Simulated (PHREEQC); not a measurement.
Synthetic water in mg/L, 50 °C, pH 2.44, pe 12.4: Na 426; K 1.12; Ca 121; Mg 138; Cl 87.1; S(6) as SO4 2010; Si as SiO2 1.49.

Na is adjusted to close the charge balance.
Valence states are taken as typed.

The numbers come from PHREEQC with the ion-association model, wateq4f.dat.

Each row changes one thing in this solution. Precipitation was switched off in this run.

| case | ionic strength (mol/kgw) | SO4-2 (mol/kgw) | HSO4- (mol/kgw) | Mg+2 (mol/kgw) | Ca+2 (mol/kgw) | K+ (mol/kgw) | SI of Gypsum (CaSO4:2H2O) | SI of Quartz (SiO2) |
|---|---|---|---|---|---|---|---|---|
| as made | 0.0479 | 0.0120 | 0.00426 | 0.00274 | 0.00185 | 2.72e-5 | -0.71 | -0.96 |
| temperature from 50 to 90 °C at the same typed pH | 0.0387 | 0.00780 | 0.00832 | 0.00227 | 0.00193 | 2.71e-5 | -0.72 | -1.41 |
| Ca from 121 to 363 mg/L | 0.0476 | 0.0108 | 0.00384 | 0.00288 | 0.00576 | 2.74e-5 | -0.26 | -0.96 |
| all concentrations times 4 at the same typed pH | 0.179 | 0.0455 | 0.0116 | 0.00819 | 0.00601 | 0.000102 | +0.02 | -0.34 |

Away from 25 °C the constants follow the database's enthalpies or fits; those with neither stay at their 25 °C values.
